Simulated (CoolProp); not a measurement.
Saturation properties of dodecamethylcyclohexasiloxane (D6).

Values from CoolProp's reference Helmholtz-energy equation of state, Colonna 2008. It is a short technical equation, of lower accuracy than the large ones.

```csv
T (°C),p (kPa),liquid density (kg/m³),surface tension (mN/m)
41.65,(withheld),(withheld),17.6
52.25,(withheld),938.2,16.7
62.85,0.07259,926.5,15.8
73.45,(withheld),914.8,(withheld)
84.05,0.2848,903.0,14.1
94.65,0.5221,891.1,13.3
105.25,0.9150,879.2,12.5
115.85,1.540,867.2,11.7
126.45,2.497,855.0,11.0
137.05,3.917,842.8,10.2
147.65,5.961,830.4,9.51
```

Problem. Complete the blanks.

Solution. 
- 41.65, p (kPa): 0.01445
- 41.65, liquid density (kg/m³): 949.9
- 52.25, p (kPa): 0.03352
- 73.45, p (kPa): 0.1478
- 73.45, surface tension (mN/m): 15.0

It boils at 245.0 °C under 1 atm.

Surface tension comes from a separate correlation (Mulero 2014).
